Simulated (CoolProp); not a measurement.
Saturation properties of isohexane.

Values from CoolProp's reference Helmholtz-energy equation of state, Lemmon 2006. It is a short technical equation, of lower accuracy than the large ones.

| T (°C) | p (MPa) | liquid density (kg/m³) | vapour density (kg/m³) | liquid cp (kJ/(kg K)) | surface tension (mN/m) |
|---|---|---|---|---|---|
| 118.85 | 0.4788 | 551.5 | 14.76 | 2.751 | 7.90 |
| 121.95 | 0.5125 | 547.7 | 15.80 | 2.772 | … |
| 125.05 | 0.5478 | 543.9 | 16.90 | … | … |
| 128.15 | 0.5850 | 540.0 | 18.07 | 2.815 | 7.08 |
| 131.25 | 0.6241 | 536.0 | 19.30 | 2.838 | 6.81 |
| 134.25 | 0.6637 | 532.1 | 20.56 | 2.860 | 6.55 |
| 137.35 | 0.7065 | 527.9 | 21.94 | 2.884 | … |
| 140.45 | … | 523.7 | … | 2.908 | … |
| 143.55 | 0.7984 | 519.4 | … | 2.934 | 5.75 |
| 146.65 | 0.8476 | 515.1 | 26.59 | 2.960 | 5.49 |

Q: Complete the blanks.

A: 
- 121.95, surface tension (mN/m): 7.62
- 125.05, liquid cp (kJ/(kg K)): 2.794
- 125.05, surface tension (mN/m): 7.35
- 137.35, surface tension (mN/m): 6.28
- 140.45, p (MPa): 0.7514
- 140.45, vapour density (kg/m³): 23.40
- 140.45, surface tension (mN/m): 6.01
- 143.55, vapour density (kg/m³): 24.95

It boils at 60.2 °C under 1 atm.

Surface tension comes from a separate correlation (Mulero 2012).
